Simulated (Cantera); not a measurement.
A perfectly stirred reactor is fed with CH₄ : H₂ : CO₂ = 0.026 : 1 : 0.017 (molar parts), at 2670 Pa; it is held at 2675 K, and followed from long to short residence time.

Detailed kinetics in Cantera: GRI-Mech 3.0 (53 species, 325 reactions). Radical loss at walls, strong at low pressure, is not modelled.

Problem. What does this change do: 0.015 parts H2O added?

Solution. 
```
quantity                   before     after
-----------------------  --------  --------
x(CH₄) at τ = 1.70 s      2.24e-6   1.58e-7
x(H₂) at τ = 1.70 s         0.716     0.711
x(CO₂) at τ = 1.70 s      2.59e-7   3.06e-5
x(CH₂CO) at τ = 1.70 s    1.19e-9  2.85e-11
x(O) at τ = 1.70 s        1.68e-7   8.38e-5
x(CH₄) at τ = 12.0 ms    0.000866  0.000884
x(H₂) at τ = 12.0 ms        0.904     0.896
x(CO₂) at τ = 12.0 ms    0.000172  0.000219
x(CH₂CO) at τ = 12.0 ms   9.32e-7   1.27e-6
x(O) at τ = 12.0 ms       4.27e-6   8.85e-6
```

Problem. What does this change do: CO2 0.017 to 0.002 parts?

Solution. 
```tsv
quantity	before	after
x(CH₄) at τ = 1.70 s	2.24e-6	2.22e-6
x(H₂) at τ = 1.70 s	0.716	0.728
x(CO₂) at τ = 1.70 s	2.59e-7	2.51e-8
x(CH₂CO) at τ = 1.70 s	1.19e-9	1.46e-10
x(O) at τ = 1.70 s	1.68e-7	7.58e-9
x(CH₄) at τ = 12.0 ms	0.000866	0.000797
x(H₂) at τ = 12.0 ms	0.904	0.923
x(CO₂) at τ = 12.0 ms	0.000172	1.69e-5
x(CH₂CO) at τ = 12.0 ms	9.32e-7	1.40e-7
x(O) at τ = 12.0 ms	4.27e-6	4.42e-7
```
GRI-Mech 3.0 stops at C3 and has no aromatics, soot or wall deposition, so with more carbon than oxygen in the feed, carbon stays in small species such as C2H2 where larger ones or solid carbon would form.
